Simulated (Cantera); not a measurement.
An isothermal, constant-pressure homogeneous reactor starts with C2H4 : H2 = 1 : 49 (molar parts), at 1673 K and 2670 Pa. Integrator tolerance rtol = 1e-08.

Detailed kinetics in Cantera: GRI-Mech 3.0 (53 species, 325 reactions). GRI-Mech 3.0 was tuned for natural gas; its chemistry of ethylene as a main component is partial and can be far from experiment. GRI-Mech 3.0 stops at C3 and has no aromatics, soot or wall deposition, so with more carbon than oxygen in the feed, carbon stays in small species such as C2H2 where larger ones or solid carbon would form. Radical loss at walls, strong at low pressure, is not modelled.

Task: What does this change do: temperature 1673 to 1275 K?

Result: 
```
quantity                                             before                                      after
-----------------  ----------------------------------------  -----------------------------------------
x(C2H4) at 6.00 s   3.05e-5 (gas-phase equilibrium 3.01e-5)   0.00340 (gas-phase equilibrium 0.000575)
x(H2) at 6.00 s         0.980 (gas-phase equilibrium 0.979)        0.980 (gas-phase equilibrium 0.966)
x(CH3) at 6.00 s    1.19e-6 (gas-phase equilibrium 8.24e-6)    1.09e-7 (gas-phase equilibrium 2.52e-6)
x(CH4) at 6.00 s   8.22e-5 (gas-phase equilibrium 0.000572)    0.000495 (gas-phase equilibrium 0.0280)
x(C2H) at 6.00 s    6.80e-8 (gas-phase equilibrium 6.70e-8)  6.35e-11 (gas-phase equilibrium 9.39e-12)
x(C2H6) at 6.00 s  9.30e-10 (gas-phase equilibrium 2.09e-9)    4.81e-6 (gas-phase equilibrium 9.66e-7)
```

Task: What does this change do: temperature 1673 to 1225 K?

Result: 
| quantity | before | after |
|---|---|---|
| x(C2H4) at 6.00 s | 3.05e-5 (gas-phase equilibrium 3.01e-5) | 0.00860 (gas-phase equilibrium 0.000413) |
| x(H2) at 6.00 s | 0.980 (gas-phase equilibrium 0.979) | 0.980 (gas-phase equilibrium 0.962) |
| x(CH3) at 6.00 s | 1.19e-6 (gas-phase equilibrium 8.24e-6) | 1.01e-7 (gas-phase equilibrium 1.35e-6) |
| x(CH4) at 6.00 s | 8.22e-5 (gas-phase equilibrium 0.000572) | 0.000596 (gas-phase equilibrium 0.0359) |
| x(C2H) at 6.00 s | 6.80e-8 (gas-phase equilibrium 6.70e-8) | 2.03e-11 (gas-phase equilibrium <1e-12) |
| x(C2H6) at 6.00 s | 9.30e-10 (gas-phase equilibrium 2.09e-9) | 2.28e-5 (gas-phase equilibrium 1.20e-6) |
